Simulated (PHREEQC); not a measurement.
NH3 is added in steps, without added water, to 1 kg of water holding 0.088 mol/kgw HF, 0.00019 mol/kgw (NH4)2SiF6 and 0.00051 mol/kgw H3BO3, at 25 °C. O2 is buffered at 0.21 atm. The system is closed to CO2. Solids allowed: Chalcedony. Others were left out.

Base run: PHREEQC, ion-association model, phreeqc.dat. Each further column changes one thing. The table gives H4SiO4 (mol/kgw).

```tsv
NH3 added (mol)	base	metal-ligand complexes left out	Davies equation for every ion	database wateq4f.dat	all activity coefficients set to 1
0	3.56e-13	3.56e-13	3.49e-13	1.19e-12	5.03e-13
0.02063	1.12e-13	1.12e-13	1.09e-13	2.48e-13	1.52e-13
0.04125	1.44e-13	1.44e-13	1.39e-13	2.49e-13	2.07e-13
0.06187	7.80e-13	7.80e-13	7.53e-13	1.06e-12	1.20e-12
0.0825	6.40e-10	6.40e-10	6.18e-10	6.84e-10	1.05e-9
0.1031	0.000177	0.000177	0.000177	0.000178	0.000180
0.1169	0.000166	0.000166	0.000166	0.000167	0.000171
0.1375	0.000152	0.000152	0.000153	0.000154	0.000160
0.1581	0.000140	0.000140	0.000141	0.000143	0.000150
0.1787	0.000130	0.000130	0.000131	0.000133	0.000141
0.1994	0.000121	0.000121	0.000122	0.000124	0.000133
0.22	0.000114	0.000114	0.000114	0.000117	0.000126
```

SiF6-2 is the database's only silicon fluoride. Real BF4- forms and hydrolyses slowly; the run takes it at equilibrium. wateq4f.dat counts part of the HF as a dimer, H2F2, which phreeqc.dat doesn't know; its constant is uncertain. phreeqc.dat and wateq4f.dat share most of their constants, so their agreement is no independent check.
